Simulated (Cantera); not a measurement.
A perfectly stirred reactor is fed with 1.19 % H2, 98.8 % O2, equivalence ratio 0.0060, at 10.00 Torr; it is held at 1425 K, and followed from long to short residence time.

Detailed kinetics in Cantera: GRI-Mech 3.0 (53 species, 325 reactions). Radical loss at walls, strong at low pressure, is not modelled.

One state of this run: x H2 = 0.00270; x O2 = 0.980; x H2O2 = 2.09e-8; x OH = 0.00264; x H2O = 0.00758. x: mole fraction; the columns are a selection and need not sum to one.

Which value of τ (s) does it belong to?
(A) 0.032
(B) 0.0016
(C) 0.0096
(D) 0.058

B, 0.0016
